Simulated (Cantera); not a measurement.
## Silicon oxide and oxynitride deposition: SiH4 + N2O + N2

A closed system holds: 1 mol SiH4, 0.17 mol N2O, 1.2 mol N2, equilibrated at 1.00 mbar.

Equilibrium computed with Cantera from the NASA thermochemical tables; the gas is ideal and each condensed phase is pure. Candidate condensed phases: H2O, Si, SiO2, Si2N2O, Si3N4; 35 gas species. Mutual solubility and eutectic melting of coexisting phases are not modelled. The tables' values for SiN are old estimates; treat these amounts as uncertain. Gases not in the tables: Si2H6 and higher silanes. The numbers say what is thermodynamically allowed, not how fast it happens.

```json
[
 {"T (K)": "700", "log p H2": "-3.14", "log p N2": "-3.56", "log p Si": "<-15", "log p H": "<-15", "log p SiO": "<-15", "n Si2N2O(s)": "0.170", "n Si3N4(s)": "0.220", "n Si(s)": "0", "n Si(l)": "0"},
 {"T (K)": "850", "log p H2": "-3.14", "log p N2": "-3.56", "log p Si": "<-15", "log p H": "-12.26", "log p SiO": "<-15", "n Si2N2O(s)": "0.170", "n Si3N4(s)": "0.220", "n Si(s)": "0", "n Si(l)": "0"},
 {"T (K)": "1000", "log p H2": "-3.14", "log p N2": "-3.56", "log p Si": "<-15", "log p H": "-10.21", "log p SiO": "<-15", "n Si2N2O(s)": "0.170", "n Si3N4(s)": "0.220", "n Si(s)": "0", "n Si(l)": "0"},
 {"T (K)": "1150", "log p H2": "-3.14", "log p N2": "-3.56", "log p Si": "<-15", "log p H": "-8.70", "log p SiO": "-12.48", "n Si2N2O(s)": "0.170", "n Si3N4(s)": "0.220", "n Si(s)": "0", "n Si(l)": "0"},
 {"T (K)": "1300", "log p H2": "-3.14", "log p N2": "-3.56", "log p Si": "-12.19", "log p H": "-7.53", "log p SiO": "-9.42", "n Si2N2O(s)": "0.170", "n Si3N4(s)": "0.220", "n Si(s)": "0", "n Si(l)": "0"},
 {"T (K)": "1450", "log p H2": "-3.14", "log p N2": "-3.56", "log p Si": "-9.32", "log p H": "-6.59", "log p SiO": "-7.01", "n Si2N2O(s)": "0.170", "n Si3N4(s)": "0.220", "n Si(s)": "0", "n Si(l)": "0"},
 {"T (K)": "1600", "log p H2": "-3.16", "log p N2": "-3.52", "log p Si": "-7.01", "log p H": "-5.84", "log p SiO": "-5.07", "n Si2N2O(s)": "0.146", "n Si3N4(s)": "0.180", "n Si(s)": "0.145", "n Si(l)": "0"},
 {"T (K)": "1750", "log p H2": "-3.25", "log p N2": "-3.41", "log p Si": "-5.82", "log p H": "-5.26", "log p SiO": "-4.32", "n Si2N2O(s)": "0", "n Si3N4(s)": "0", "n Si(s)": "0", "n Si(l)": "0.824"},
 {"T (K)": "1900", "log p H2": "-3.27", "log p N2": "-3.42", "log p Si": "-4.90", "log p H": "-4.73", "log p SiO": "-4.33", "n Si2N2O(s)": "0", "n Si3N4(s)": "0", "n Si(s)": "0", "n Si(l)": "0.781"},
 {"T (K)": "2050", "log p H2": "-3.32", "log p N2": "-3.46", "log p Si": "-4.11", "log p H": "-4.30", "log p SiO": "-4.37", "n Si2N2O(s)": "0", "n Si3N4(s)": "0", "n Si(s)": "0", "n Si(l)": "0.506"}
]
```
log p: log10 of the partial pressure in bar; n: condensed amount in mol.

From 700 K to 1450 K the condensed part is Si2N2O(s) + Si3N4(s). At 1600 K the condensed part is Si(s) + Si2N2O(s) + Si3N4(s). From 1750 K to 2050 K the condensed part is Si(l).
